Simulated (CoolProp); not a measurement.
Vapour pressure (kPa) of sulfur hexafluoride: the reference equation beside estimates from Tc = 45.6 °C, pc = 3755 kPa, ω = 0.210.

Values from CoolProp's reference Helmholtz-energy equation of state, Guder 2009.

```tsv
T (°C)	reference	Lee-Kesler	van der Waals	Soave-Redlich-Kwong
-18.35	726.8	738.0	1435	741.8
-14.35	823.8	835.5	1541	840.8
-10.45	927.2	939.3	1650	946.4
-6.55	1040	1052	[?]	1061
-2.65	1163	[?]	1882	1186
1.25	1295	1308	2004	1322
5.25	1443	1455	2135	1472
9.15	1599	1610	2268	1630
13.05	1767	1777	2406	1800
16.95	1947	1957	2549	1983
20.95	2146	[?]	2700	2184
24.85	2355	2364	2854	2393
28.75	2579	[?]	3012	2616
```

### Question
Complete the blanks.

### Answer

- -6.55, van der Waals: 1763
- -2.65, Lee-Kesler: 1175
- 20.95, Lee-Kesler: 2156
- 28.75, Lee-Kesler: 2587

Absolute difference from the reference over all 13 rows, mean and median: Lee-Kesler 0.9 and 0.8 %, van der Waals 51.5 and 48.0 %, Soave-Redlich-Kwong 1.9 and 2.0 %.
